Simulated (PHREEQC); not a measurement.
Consider water at 20 °C with 0.25 mol NaHCO3 and 3.3e-05 mol K2HPO4 per kg of water. Closed to the air; pH follows from the charge balance.

Model: ion-association model, phreeqc.dat, run in PHREEQC.

Each row changes one thing in this solution. This is a speciation only: nothing precipitates in the calculation.

```json
[
 {"case": "as made", "pH": "7.96", "ionic strength (mol/kgw)": "0.234", "Na+ (mol/kgw)": "0.232"},
 {"case": "K2HPO4 from 3.3e-05 to 0.000165 mol/kgw", "pH": "7.96", "ionic strength (mol/kgw)": "0.235", "Na+ (mol/kgw)": "0.232"},
 {"case": "diluted 2-fold with water", "pH": "___", "ionic strength (mol/kgw)": "0.121", "Na+ (mol/kgw)": "0.119"},
 {"case": "K2HPO4 left out", "pH": "7.96", "ionic strength (mol/kgw)": "0.234", "Na+ (mol/kgw)": "0.232"},
 {"case": "NaHCO3 replaced by NaF at the same molality", "pH": "___", "ionic strength (mol/kgw)": "0.235", "Na+ (mol/kgw)": "0.234"},
 {"case": "NaHCO3 from 0.25 to 0.05 mol/kgw", "pH": "___", "ionic strength (mol/kgw)": "0.0495", "Na+ (mol/kgw)": "0.0489"},
 {"case": "K2HPO4 from 3.3e-05 to 1.65e-05 mol/kgw", "pH": "7.96", "ionic strength (mol/kgw)": "0.234", "Na+ (mol/kgw)": "0.232"},
 {"case": "temperature from 20 to 5 °C", "pH": "___", "ionic strength (mol/kgw)": "0.234", "Na+ (mol/kgw)": "0.232"}
]
```

**Question.** Some entries are withheld; supply them.

**Answer.** 
- diluted 2-fold with water, pH: 8.05
- NaHCO3 replaced by NaF at the same molality, pH: 8.38
- NaHCO3 from 0.25 to 0.05 mol/kgw, pH: 8.15
- temperature from 20 to 5 °C, pH: 8.19

Complexes and solids missing from the database can't appear. At this temperature some constants are extrapolated from 25 °C, and those without enthalpy data are left unchanged.
